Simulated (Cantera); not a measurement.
A perfectly stirred reactor is fed with CH4 : H2O : H2 = 1 : 1.5 : 0.76 (molar parts), at 100.0 Torr; it is held at 1625 K, and followed from long to short residence time.

Cantera simulation using GRI-Mech 3.0 (53 species, 325 reactions); the numbers are that mechanism's predictions, not measurements.

x: mole fraction; the columns are a selection and need not sum to one.

```csv
τ (s),x CH4,x H2O,x H2,x CH2O,x C2H2,x C2H
0.63,0.0915,0.353,0.465,…,0.0683,5.90e-8
0.31,0.123,0.380,0.422,…,0.0623,5.23e-8
0.15,0.162,0.403,0.377,…,0.0505,4.11e-8
0.072,0.204,0.422,0.333,…,0.0357,2.83e-8
0.035,0.241,0.437,0.296,…,0.0217,1.69e-8
0.017,0.269,0.448,0.267,5.48e-6,0.0110,8.33e-9
0.0081,0.288,0.455,0.249,5.57e-6,0.00423,3.05e-9
0.0039,0.298,0.458,0.240,…,0.00117,7.61e-10
0.0019,0.303,0.459,0.235,…,0.000207,1.10e-10
```

Q: Complete the blanks.

A: 
- 0.63, x CH2O: 1.42e-6
- 0.31, x CH2O: 2.06e-6
- 0.15, x CH2O: 2.91e-6
- 0.072, x CH2O: 3.90e-6
- 0.035, x CH2O: 4.83e-6
- 0.0039, x CH2O: 4.85e-6
- 0.0019, x CH2O: 3.31e-6
